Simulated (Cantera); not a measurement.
## Equilibrium for boron, boron nitride and boron oxide: B + N₂ + H₂

Charge: 1 mol B, 0.62 mol N₂, a varied amount of H₂, equilibrated at 100 Torr.

These are equilibrium values from Cantera (NASA tables, ideal gas, pure condensed phases), not measurements of a reactor. Candidate condensed phases: B, BN; 15 gas species. N₂ is the only nitrogen source here; it is nearly inert below about 1500 K, so the nitride shown seldom forms there in practice. Mutual solubility and eutectic melting of coexisting phases are not modelled. Rates play no part.

Stable condensed phases:

```
T in K \ n(H₂) in mol
         2.7 3.3 4.1   5 6.1 7.5 9.3  11  14  17
   2375    A   A   A   A   B   B   B   B   B   B
   2300    A   A   A   A   A   A   A   A   B   B
   2225    C   C   C   C   C   A   A   A   A   A
   2150    C   C   C   C   C   C   C   C   C   C
   2075    C   C   C   C   C   C   C   C   C   C
   2000    C   C   C   C   C   C   C   C   C   C
   1925    C   C   C   C   C   C   C   C   C   C
   1850    C   C   C   C   C   C   C   C   C   C
   1775    C   C   C   C   C   C   C   C   C   C
   1700    C   C   C   C   C   C   C   C   C   C
   1625    C   C   C   C   C   C   C   C   C   C
   1550    C   C   C   C   C   C   C   C   C   C
   1475    C   C   C   C   C   C   C   C   C   C
   1400    C   C   C   C   C   C   C   C   C   C
```

A: B + BN; B: B; C: BN.
